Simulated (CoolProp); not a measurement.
Hydrogen chloride along the isotherm 334.8 K: fugacity coefficient from the reference equation and from simpler models built on Tc = 324.7 K, pc = 8314 kPa, ω = 0.130; each cubic takes its own stable root.

Computed with CoolProp (reference Helmholtz-energy equation of state, Thol 2018).

| p (kPa) | phase | reference | van der Waals | Soave-Redlich-Kwong |
|---|---|---|---|---|
| 1250 | gas | 0.9495 | 0.9587 | 0.9539 |
| 2490 | gas | 0.9006 | 0.9180 | 0.9089 |
| 3740 | gas | 0.8525 | 0.8770 | 0.8643 |
| 4990 | gas | 0.8052 | 0.8360 | 0.8202 |
| 6240 | gas | 0.7586 | 0.7944 | 0.7763 |
| 7480 | gas | 0.7126 | 0.7522 | 0.7327 |
| 8730 | supercritical | 0.6656 | 0.7071 | 0.6877 |
| 9980 | supercritical | 0.6157 | 0.6547 | 0.6397 |
| 11200 | supercritical | 0.5659 | 0.6072 | 0.5928 |
| 12500 | supercritical | 0.5212 | 0.5657 | 0.5504 |
